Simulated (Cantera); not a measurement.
A closed system holds: 1 mol CF₄, 0.19 mol H₂, 0.025 mol CH₄, at 41.0 Pa.

Equilibrium computed with Cantera from the NASA thermochemical tables; the gas is ideal and each condensed phase is pure. Candidate condensed phases: C, C₆H₆, C₇H₈, C₈H₁₈; 95 gas species. Rates play no part. All values below are at 2950 °C.

Base state: F 0.746, C 0.115, H 0.0686, HF 0.0260, CF 0.0171, C₃ 0.0150, C₂ 0.0123, CF₂ 6.40e-5 (mole fractions); condensed: gas only.

Task: What changes in the equilibrium state with this change: CF₄ replaced by CH₃Cl?

Result: 
```json
[
 {"species": "H", "before": "0.0686", "after": "0.658"},
 {"species": "Cl", "before": "0", "after": "0.190"},
 {"species": "C", "before": "0.115", "after": "0.119"},
 {"species": "F", "before": "0.746", "after": "0"},
 {"species": "HF", "before": "0.0260", "after": "0"},
 {"species": "CF", "before": "0.0171", "after": "0"},
 {"species": "C₃", "before": "0.0150", "after": "0.0165"},
 {"species": "C₂", "before": "0.0123", "after": "0.0131"},
 {"species": "HCl", "before": "0", "after": "0.000853"},
 {"species": "CF₂", "before": "6.40e-5", "after": "0"}
]
```
